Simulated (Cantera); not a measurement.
Charge: 1 mol BN, 0.13 mol H₂O, a varied amount of N₂, at 1948.15 K and 32000 Pa.

Method: chemical equilibrium by Gibbs-energy minimisation in Cantera with the NASA 1993 tables (ideal gas, pure condensed phases). Candidate condensed phases: B, BN, B₂O₃, B₃O₃H₃, H₂O; 39 gas species. Kinetics and transport are ignored.

x: gas mole fraction; n: condensed amount in mol.

```
n(N₂) (mol)   x N₂     x H₂    x B₂O₃     x HBO    x HBO₂    x B₂O₂      x BO  n BN(s)
-----------  -----  -------  --------  --------  --------  --------  --------  -------
2.6          0.936   0.0411   0.00916   0.00616   0.00294   0.00272  0.000926    0.904
3.6          0.953   0.0303   0.00663   0.00473   0.00204   0.00218  0.000829    0.903
5            0.965   0.0222   0.00473   0.00361   0.00140   0.00173  0.000739    0.902
7            0.975   0.0160   0.00332   0.00272  0.000940   0.00136  0.000656    0.901
9.8          0.982   0.0115   0.00231   0.00204  0.000626   0.00107  0.000581    0.900
14           0.987      ___       ___       ___       ___       ___       ___    0.898
19           0.990  0.00596   0.00110   0.00115  0.000275  0.000649  0.000453    0.897
27           0.993  0.00420  0.000731  0.000838  0.000176  0.000494  0.000395    0.895
38           0.995      ___       ___       ___       ___       ___       ___    0.893
53           0.996  0.00213  0.000322  0.000454   7.27e-5  0.000286  0.000300    0.891
```

Problem. Complete the blanks.

Solution. 
- 38, x H₂: 0.00298
- 38, x B₂O₃: 0.000486
- 38, x HBO: 0.000616
- 38, x HBO₂: 0.000113
- 38, x B₂O₂: 0.000376
- 38, x BO: 0.000344
- 14, x H₂: 0.00808
- 14, x B₂O₃: 0.00156
- 14, x HBO: 0.00150
- 14, x HBO₂: 0.000404
- 14, x B₂O₂: 0.000819
- 14, x BO: 0.000508
